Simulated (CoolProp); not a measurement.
Vapour-liquid equilibrium of R114 (1) + n-heptane (2) at 17.15 °C; x and y are mole fractions of (1).

Values from CoolProp's multi-fluid Helmholtz-energy mixture model, Platzer 1990 and Span 2003; pair parameters Bell 2016. This equation is an older, rougher fit; its heat capacities, sound speeds and derivatives of the liquid may be far off and weren't checked against measurements.

Question: Give the bubble pressure and the first vapour's composition at x = 0.05, 0.25, 0.45. Is there an azeotrope?

Answer: x = 0.05: 17.79 kPa, y = 0.780; x = 0.25: 64.46 kPa, y = 0.949; x = 0.45: 96.99 kPa, y = 0.972. No azeotrope shows between x = 0.05 and 0.95.

Pair parameters are fitted to limited data, so mixtures are less certain than the pure fluids. With so large a gap from Raoult's law the liquid may split in two, which this calculation doesn't test in full.
